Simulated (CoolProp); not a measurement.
Vapour-liquid equilibrium of R143a (1) + propane (2) at -66.65 °C; x and y are mole fractions of (1).

Computed with CoolProp (multi-fluid Helmholtz-energy mixture model, Lemmon and Jacobsen 2000 and Lemmon 2009; pair parameters Bell 2016).

```csv
x,"bubble pressure, mixture model (MPa)","bubble pressure, Raoult's law (MPa)","y, mixture model","y, Raoult's law"
0.05,0.03809,0.02998,0.253,0.061
0.15,…,0.03067,0.431,0.179
0.25,0.05000,0.03135,0.491,0.291
0.35,…,0.03204,0.517,0.399
0.45,0.05151,0.03273,0.532,0.502
0.55,0.05161,0.03342,0.545,0.601
0.65,…,0.03410,0.566,0.696
0.75,0.05041,0.03479,0.603,0.787
0.85,…,0.03548,…,0.875
0.95,0.04164,0.03616,0.839,0.959
```

Q: Complete the blanks.

A: 
- 0.15, bubble pressure, mixture model (MPa): 0.04675
- 0.35, bubble pressure, mixture model (MPa): 0.05113
- 0.65, bubble pressure, mixture model (MPa): 0.05140
- 0.85, bubble pressure, mixture model (MPa): 0.04772
- 0.85, y, mixture model: 0.678

The largest gap from Raoult's law is +59.6 % in bubble pressure, at x = 0.35. y crosses x between x = 0.45 and 0.55: the model has an azeotrope there.

Pair parameters are fitted to limited data, so mixtures are less certain than the pure fluids. With so large a gap from Raoult's law the liquid may split in two, which this calculation doesn't test in full.
